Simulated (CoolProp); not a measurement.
A simple Rankine cycle with water: condensing at 303.15 K, boiler at 1.58 MPa, turbine inlet 513.9 K, turbine efficiency 0.85, pump efficiency 0.7, no recuperator. Each further row changes one setting.

Model: reference Helmholtz-energy equation of state, Wagner 2002, in CoolProp.

```
case                             thermal efficiency (%)  net work (kJ/kg)  heat in (kJ/kg)  turbine exit temperature (K)  volume ratio over the turbine
-------------------------------  ----------------------  ----------------  ---------------  ----------------------------  -----------------------------
as stated                                          27.3               [?]             2770                         303.1                            194
turbine inlet 533.9 K                              27.4               773             2820                         303.1                            188
condensing temperature 295.15 K                    28.5               799              [?]                         295.1                            [?]
boiler pressure 1.11 MPa                           25.9               724             2790                         303.1                            137
turbine efficiency 0.75                             [?]               [?]             2770                         303.1                            203
```

Fill in the missing entries.


- as stated, net work (kJ/kg): 756
- condensing temperature 295.15 K, heat in (kJ/kg): 2800
- condensing temperature 295.15 K, volume ratio over the turbine: 300
- turbine efficiency 0.75, thermal efficiency (%): 24.1
- turbine efficiency 0.75, net work (kJ/kg): 667

The expansion ends wet for: as stated; turbine inlet 533.9 K; condensing temperature 295.15 K; boiler pressure 1.11 MPa; turbine efficiency 0.75.
